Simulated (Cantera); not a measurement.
Feed: 1 mol SiH₄, 0.19 mol O₂, 0.16 mol H₂, 0.92 mol H₂O, at 1375 °C and 10.0 mbar.

These are equilibrium values from Cantera (NASA tables, ideal gas, pure condensed phases), not measurements of a reactor. Candidate condensed phases: H₂O, Si, SiO₂; 18 gas species. The tables hold silica as quartz up to 1696 K and as liquid above; real silica turns to tridymite and cristobalite and melts near 1996 K. Rates play no part.

Base state: H₂ 0.814, SiO 0.185, H 0.000805, H₂O 3.68e-5 (mole fractions); condensed: SiO₂(β-quartz).

Q: What changes in the equilibrium state with this change: temperature from 1375 °C to 1127 °C?

A: 
| species | before | after |
|---|---|---|
| H₂ | 0.814 | 0.993 |
| SiO | 0.185 | 0.00733 |
| H | 0.000805 | 4.85e-5 |
| H₂O | 3.68e-5 | 1.04e-6 |
| SiO₂(β-quartz), mol | 0.300 | 0.639 |
| Si(s), mol | 0 | 0.339 |
Mutual solubility and eutectic melting of coexisting phases are not modelled.
